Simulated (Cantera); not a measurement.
Input: 1 mol Ta2O5, 11 mol H2, 1.6 mol H2O, equilibrated at 1900 °C and 0.338 Torr.

Equilibrium computed with Cantera from the NASA thermochemical tables; the gas is ideal and each condensed phase is pure. Kinetics and transport are ignored.

```tsv
species	before	after
H2	0.690	0.767
H	0.189	0.199
H2O	0.111	0.0210
TaO2	0.00460	0.0112
O2	5.36e-5	1.54e-6
TaO	1.98e-5	0.000283
O	0.000786	0.000133
OH	0.00409	0.000731
Ta2O5(l), mol	0.968	0.928
```
Gas species are given as mole fractions.

**Question.** Which change was made?
A) temperature from 1900 °C to 802 °C
B) H2O from 1.6 to 0.2 mol
C) temperature from 1900 °C to 1427 °C
D) temperature from 1900 °C to 1050 °C

**Answer.** B, H2O from 1.6 to 0.2 mol
